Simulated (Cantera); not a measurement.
Input (Python, Cantera) and output of one run.

```python
import numpy as np
import cantera as ct

gas_names = """
    B BF BF2 BF3 BO BOF BOF2 BO2 B2 B2O B2O2 B2O3 B3O3F3 F FO FO2 F2 F2O O O2 O3
""".split()
cond_names = """
    B(b) B(L) B2O3(L)
""".split()


# ... load() reads the species with a 1 bar reference pressure and builds the phases ...
atoms = {
    'B2O3': {'B': 2, 'O': 3},
    'F2': {'F': 2},
    'O2': {'O': 2},
}
top_T = {}  # K; cautious upper limits of use, not melting points


# ... equilibrate(T, P, feed) seeds the gas with the atoms and calls Mixture.equilibrate('TP', solver="vcs", rtol=1e-11, max_steps=5000) ...
results = []
feed = {'B2O3': 1, 'F2': 6.6, 'O2': 0.65}  # mol
T = 798.15  # K
P = 26000  # Pa
mix = equilibrate(T, P, feed)
results.append((T, P, feed, dict(zip(mix.species_names, mix.species_moles))))
x = sorted(zip(gas.X, gas.species_names), reverse=True)
print(f"T = {T:g} K  P = {P:g} Pa  gas = {mix.phase_moles(0):.4g} mol")
print("   x: " + "  ".join(f"{s} {v:.3e}" for v, s in x if v > 0.0001))
print("   condensed (mol): " + ("  ".join(f"{mix.phase(i).name} {mix.phase_moles(i):.4g}"
      for i in range(1, mix.n_phases) if mix.phase_moles(i) > 1e-12) or "none"))
```

Output:

```
T = 798.15 K  P = 26000 Pa  gas = 7.792 mol
   x: F2 4.567e-01  O2 2.759e-01  BF3 2.567e-01  F 1.071e-02
   condensed (mol): none
```

Equilibrium computed with Cantera from the NASA thermochemical tables; the gas is ideal and each condensed phase is pure.
